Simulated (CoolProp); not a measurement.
Saturation properties of m-xylene (Tc = 343.7 °C, pc = 3.535 MPa, ω = 0.326).

Model: reference Helmholtz-energy equation of state, Zhou 2012, in CoolProp.

```json
[
 {"T (°C)": "211.55", "p (MPa)": "0.5102", "liquid density (kg/m³)": "676.1", "enthalpy of vaporisation (kJ/kg)": "289.6", "liquid viscosity (µPa s)": "135"},
 {"T (°C)": "218.35", "p (MPa)": "0.5779", "liquid density (kg/m³)": "667.7", "enthalpy of vaporisation (kJ/kg)": "283.9", "liquid viscosity (µPa s)": "129"},
 {"T (°C)": "225.15", "p (MPa)": "0.6521", "liquid density (kg/m³)": "659.0", "enthalpy of vaporisation (kJ/kg)": "277.9", "liquid viscosity (µPa s)": "123"},
 {"T (°C)": "231.95", "p (MPa)": "0.7334", "liquid density (kg/m³)": "650.1", "enthalpy of vaporisation (kJ/kg)": "271.7", "liquid viscosity (µPa s)": "118"},
 {"T (°C)": "238.75", "p (MPa)": "0.8220", "liquid density (kg/m³)": "640.9", "enthalpy of vaporisation (kJ/kg)": "265.2", "liquid viscosity (µPa s)": "112"},
 {"T (°C)": "245.55", "p (MPa)": "0.9185", "liquid density (kg/m³)": "631.3", "enthalpy of vaporisation (kJ/kg)": "258.4", "liquid viscosity (µPa s)": "107"},
 {"T (°C)": "252.35", "p (MPa)": "1.023", "liquid density (kg/m³)": "621.4", "enthalpy of vaporisation (kJ/kg)": "251.2", "liquid viscosity (µPa s)": "102"},
 {"T (°C)": "259.15", "p (MPa)": "1.137", "liquid density (kg/m³)": "611.1", "enthalpy of vaporisation (kJ/kg)": "243.7", "liquid viscosity (µPa s)": "97.4"},
 {"T (°C)": "266.05", "p (MPa)": "1.262", "liquid density (kg/m³)": "600.1", "enthalpy of vaporisation (kJ/kg)": "235.6", "liquid viscosity (µPa s)": "92.7"},
 {"T (°C)": "272.85", "p (MPa)": "1.395", "liquid density (kg/m³)": "588.7", "enthalpy of vaporisation (kJ/kg)": "227.1", "liquid viscosity (µPa s)": "88.1"},
 {"T (°C)": "279.65", "p (MPa)": "1.538", "liquid density (kg/m³)": "576.6", "enthalpy of vaporisation (kJ/kg)": "218.0", "liquid viscosity (µPa s)": "83.7"},
 {"T (°C)": "286.45", "p (MPa)": "1.692", "liquid density (kg/m³)": "563.8", "enthalpy of vaporisation (kJ/kg)": "208.3", "liquid viscosity (µPa s)": "79.2"},
 {"T (°C)": "293.25", "p (MPa)": "1.858", "liquid density (kg/m³)": "550.1", "enthalpy of vaporisation (kJ/kg)": "197.7", "liquid viscosity (µPa s)": "74.8"},
 {"T (°C)": "300.05", "p (MPa)": "2.036", "liquid density (kg/m³)": "535.2", "enthalpy of vaporisation (kJ/kg)": "186.3", "liquid viscosity (µPa s)": "70.4"}
]
```

It boils at 139.1 °C under 1 atm.

Viscosity comes from a separate model (Cao 2016).
